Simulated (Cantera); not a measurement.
What does this Cantera script print?

```python
import numpy as np
import cantera as ct

gas_names = """
    CL CL2 N N2 Si SiCL SiCL2 SiCL3 SiCL4 SiN Si2 Si2N Si3
""".split()
cond_names = """
    Si(cr) Si(L) Si3N4(a)
""".split()


# ... load() reads the species with a 1 bar reference pressure and builds the phases ...
atoms = {
    'Si2Cl6': {'Si': 2, 'CL': 6},
    'Cl2': {'CL': 2},
    'N2': {'N': 2},
}
top_T = {'Si3N4(a)': 2400}  # K; cautious upper limits of use, not melting points


# ... equilibrate(T, P, feed) seeds the gas with the atoms and calls Mixture.equilibrate('TP', solver="vcs", rtol=1e-11, max_steps=5000) ...
results = []
feed = {'Si2Cl6': 1, 'Cl2': 0.025, 'N2': 84}  # mol
T = 1123.15  # K
P = 101325  # Pa
mix = equilibrate(T, P, feed)
results.append((T, P, feed, dict(zip(mix.species_names, mix.species_moles))))
print(gas.report(threshold=1e-06))
for i in range(1, mix.n_phases):
    print(f"{mix.phase(i).name:16s} {mix.phase_moles(i):12.5e} mol")
```

Result:

```
       temperature   1123.2 K
          pressure   1.0132e+05 Pa
           density   0.33129 kg/m^3
  mean mol. weight   30.533 kg/kmol
   phase of matter   gas

                          1 kg             1 kmol
                     ---------------   ---------------
          enthalpy        4.8512e+05        1.4812e+07  J
   internal energy        1.7928e+05        5.4738e+06  J
           entropy            7754.7        2.3677e+05  J/K
    Gibbs function       -8.2246e+06       -2.5112e+08  J
 heat capacity c_p            1132.8             34588  J/K
 heat capacity c_v            860.51             26274  J/K

                      mass frac. Y      mole frac. X     chem. pot. / RT
                     ---------------   ---------------   ---------------
                N2            0.9012           0.98223           -25.175
             SiCL2        3.5026e-06        1.0804e-06           -69.511
             SiCL3        0.00017292        3.9273e-05           -95.672
             SiCL4           0.09862          0.017725           -121.83
     [   +9 minor]        2.4193e-08         2.073e-08

Si(cr)            0.00000e+00 mol
Si3N4(a)          1.62206e-01 mol
```

Method: chemical equilibrium by Gibbs-energy minimisation in Cantera with the NASA 1993 tables (ideal gas, pure condensed phases). The feed counts by its element totals alone. N2 is the only nitrogen source here; it is nearly inert below about 1500 K, so the nitride shown seldom forms there in practice. The tables' values for SiCl3 are old estimates; treat these amounts as uncertain.
